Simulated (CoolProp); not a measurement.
Sulfur dioxide at several states: Z from the reference equation and from simpler models built on Tc = 430.6 K, pc = 7887 kPa, ω = 0.256; each cubic takes its own stable root.

Values from CoolProp's reference Helmholtz-energy equation of state, Gao 2016.

```csv
T (K),p (kPa),phase,reference
241.1,657,liquid,0.01382
309.5,248,gas,0.9633
203.7,45,liquid,0.001055
```

Q: How far does each simpler model (van der Waals, Redlich-Kwong, Soave-Redlich-Kwong, Peng-Robinson) lie from the reference over these 3 states: mean and median of the absolute difference, and the worst?

A: 
- van der Waals: mean 31292.3 %, median 70.0 %, worst +93805.2 % at 203.7 K and 45 kPa
- Redlich-Kwong: mean 10.5 %, median 15.1 %, worst +15.5 % at 203.7 K and 45 kPa
- Soave-Redlich-Kwong: mean 8.7 %, median 12.1 %, worst +13.5 % at 203.7 K and 45 kPa
- Peng-Robinson: mean 0.7 %, median 0.6 %, worst +0.9 % at 203.7 K and 45 kPa

At some of these states van der Waals gives the other phase, because its saturation line lies elsewhere.
